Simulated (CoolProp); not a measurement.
C3F8 (R218) along the isotherm 110.55 °C: Z from the reference equation and from simpler models built on Tc = 71.9 °C, pc = 26.40 bar, ω = 0.317; each cubic takes its own stable root.

Model: reference Helmholtz-energy equation of state, Lemmon 2006, in CoolProp. It is a short technical equation, of lower accuracy than the large ones.

```json
[
 {"p (bar)": "3.96", "phase": "gas", "reference": "0.9656"},
 {"p (bar)": "7.92", "phase": "gas", "reference": "0.9294"},
 {"p (bar)": "11.9", "phase": "gas", "reference": "0.8907"},
 {"p (bar)": "15.8", "phase": "gas", "reference": "0.8504"},
 {"p (bar)": "19.8", "phase": "gas", "reference": "0.8064"},
 {"p (bar)": "23.8", "phase": "gas", "reference": "0.7595"},
 {"p (bar)": "27.7", "phase": "supercritical", "reference": "0.7110"},
 {"p (bar)": "31.7", "phase": "supercritical", "reference": "0.6591"},
 {"p (bar)": "35.6", "phase": "supercritical", "reference": "0.6075"},
 {"p (bar)": "39.6", "phase": "supercritical", "reference": "0.5563"}
]
```

Problem. How far does each simpler model (van der Waals, Redlich-Kwong, Soave-Redlich-Kwong, Peng-Robinson) lie from the reference over these 10 states: mean and median of the absolute difference, and the worst?

Solution. 
- van der Waals: mean 4.2 %, median 1.5 %, worst -15.3 % at 110.55 °C and 39.6 bar
- Redlich-Kwong: mean 2.9 %, median 2.3 %, worst -7.3 % at 110.55 °C and 39.6 bar
- Soave-Redlich-Kwong: mean 1.6 %, median 0.7 %, worst +5.6 % at 110.55 °C and 39.6 bar
- Peng-Robinson: mean 1.6 %, median 1.8 %, worst -2.5 % at 110.55 °C and 23.8 bar
